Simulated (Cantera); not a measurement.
Cantera run:

```python
import numpy as np
import cantera as ct

gas_names = """
    SO2 N2 S2 NO SO3
""".split()
cond_names = """
    Fe(a) Fe(c) Fe(d) Fe(L) FeSO4(s) Fe2O3(s) S(cr1) S(cr2) S(L)
""".split()


# ... load() reads the species with a 1 bar reference pressure and builds the phases ...
species = {s.name: s for s in load("nasa_gas.yaml", gas_names) + load("nasa_condensed.yaml", cond_names)}
# Each term lists the table entries of one substance; the one whose range holds T is used.
reactions = {
    'Fe + 3 FeSO4 = 2 Fe2O3 + 3 SO2(g)':
        [(-1, ['Fe(a)', 'Fe(c)', 'Fe(d)', 'Fe(L)']), (-3, ['FeSO4(s)']), (2, ['Fe2O3(s)']), (3, ['SO2'])],
    '5 N2(g) + 4 FeSO4 = 2 S2(g) + 10 NO(g) + 2 Fe2O3':
        [(-5, ['N2']), (-4, ['FeSO4(s)']), (2, ['S2']), (10, ['NO']), (2, ['Fe2O3(s)'])],
    'S + 3 FeSO4 = 3 Fe + 4 SO3(g)':
        [(-1, ['S(cr1)', 'S(cr2)', 'S(L)']), (-3, ['FeSO4(s)']), (3, ['Fe(a)', 'Fe(c)', 'Fe(d)', 'Fe(L)']), (4, ['SO3'])],
}


def pick(names, T):
    return next(species[n] for n in names if species[n].thermo.min_temp <= T <= species[n].thermo.max_temp)


results = []
for label, terms in reactions.items():
    print(label)
    print("     T/K   dH/kJ  dS/(J/K)   dG/kJ   log10 K")
    for T in [300, 573, 623, 673, 723, 773]:
        used = [(nu, pick(names, T)) for nu, names in terms]
        dH = sum(nu * s.thermo.h(T) for nu, s in used) / 1e6
        dS = sum(nu * s.thermo.s(T) for nu, s in used) / 1e3
        dG = dH - T * dS / 1e3
        logK = -dG * 1e6 / (ct.gas_constant * T * np.log(10))
        results.append((label, T, dH, dS, dG, logK, [s.name for _, s in used]))
        print(f"{T:8g} {dH:8.1f} {dS:8.1f} {dG:8.1f} {logK:8.2f}")
```

It prints:

```
Fe + 3 FeSO4 = 2 Fe2O3 + 3 SO2(g)
     T/K   dH/kJ  dS/(J/K)   dG/kJ   log10 K
     300    245.5    529.3     86.7   -15.10
     573    243.0    524.1    -57.3     5.22
     623    242.2    522.7    -83.5     7.00
     673    241.5    521.6   -109.6     8.50
     723    240.9    520.8   -135.6     9.80
     773    240.5    520.3   -161.6    10.92
5 N2(g) + 4 FeSO4 = 2 S2(g) + 10 NO(g) + 2 Fe2O3
     T/K   dH/kJ  dS/(J/K)   dG/kJ   log10 K
     300   3234.4   1297.2   2845.2  -495.39
     573   3231.4   1292.3   2491.0  -227.07
     623   3229.6   1289.2   2426.4  -203.44
     673   3227.8   1286.4   2362.0  -183.32
     723   3226.0   1283.8   2297.8  -166.00
     773   3224.3   1281.6   2233.6  -150.93
S + 3 FeSO4 = 3 Fe + 4 SO3(g)
     T/K   dH/kJ  dS/(J/K)   dG/kJ   log10 K
     300   1203.5    713.9    989.4  -172.26
     573   1181.7    663.2    801.7   -73.08
     623   1177.4    656.1    768.7   -64.45
     673   1173.3    649.7    736.0   -57.13
     723   1169.2    643.9    703.7   -50.84
     773   1165.3    638.6    671.6   -45.38
```

Standard-state values (1 bar) from the NASA 1993 polynomials, evaluated with Cantera. Condensed species are held in their standard states even where they would react or evaporate.
